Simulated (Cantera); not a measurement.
A closed system holds: 1 mol C₆H₆, 0.19 mol H₂O, 0.85 mol H₂, held at 2998 K and 1.00 bar.

These are equilibrium values from Cantera (NASA tables, ideal gas, pure condensed phases), not measurements of a reactor. Candidate condensed phases: C, C₆H₆, C₇H₈, C₈H₁₈, H₂O; 110 gas species. Equilibrium is a limit: real reactors are often held back by kinetics, nucleation or transport.

Base state: H₂ 0.769, H 0.138, C₂H₂ (acetylene) 0.0476, CO 0.0418, C₂H 0.00146, C₄H₂ 0.00123, C₃ 0.000305, C₂H₂ (vinylidene) 0.000149 (mole fractions); condensed: C(graphite).

**Question.** What changes in the equilibrium state with this change: pressure from 1.00 bar to 2.20 bar?

**Answer.** 
| species | before | after |
|---|---|---|
| H₂ | 0.769 | 0.809 |
| H | 0.138 | 0.0952 |
| C₂H₂ (acetylene) | 0.0476 | 0.0500 |
| CO | 0.0418 | 0.0428 |
| C₂H₄ | 6.15e-6 | 1.50e-5 |
| CH₄ | 4.63e-5 | 0.000113 |
| C₂ | 3.10e-5 | 1.41e-5 |
| C | 4.97e-5 | 2.26e-5 |
| C(graphite), mol | 5.33 | 5.33 |

**Question.** What changes in the equilibrium state with this change: 0.13 mol NH₃ added?

**Answer.** 
| species | before | after |
|---|---|---|
| H₂ | 0.769 | 0.753 |
| H | 0.138 | 0.136 |
| C₂H₂ (acetylene) | 0.0476 | 0.0466 |
| HCN | 0 | 0.0130 |
| N₂ | 0 | 0.00563 |
| CO | 0.0418 | 0.0394 |
| HNC | 0 | 0.00245 |
| CN | 0 | 0.000242 |
| CH₄ | 4.63e-5 | 4.43e-5 |
| C(graphite), mol | 5.33 | 5.24 |
